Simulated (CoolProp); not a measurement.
Properties of octamethyltrisiloxane (MDM) along the isotherm 301.85 °C (Tc = 292.2 °C, pc = 1.438 MPa, ω = 0.528).

Model: reference Helmholtz-energy equation of state, Thol 2017, in CoolProp.

```
p (MPa)  phase  cp (kJ/(kg K))  speed of sound (m/s)  expansivity (1/kK)  fugacity coefficient
-------  -----  --------------  --------------------  ------------------  --------------------
0.00227    gas           2.092                 143.3               1.742                0.9995
0.00404    gas           2.092                 143.3               1.745                0.9991
0.00719    gas           2.092                 143.2               1.750                0.9984
0.0128     gas           2.093                 143.0               1.758                0.9972
0.0227     gas           2.094                 142.7               1.773                0.9951
0.0404     gas           2.095                 142.2               1.800                0.9912
0.0719     gas           2.098                 141.2               1.849                0.9844
0.128      gas           2.102                 139.5               1.943                0.9723
0.227      gas           2.112                 136.3               2.128                0.9510
0.404      gas           2.132                 130.1               2.535                0.9131
0.719      gas           2.188                 117.2               3.668                0.8458
```
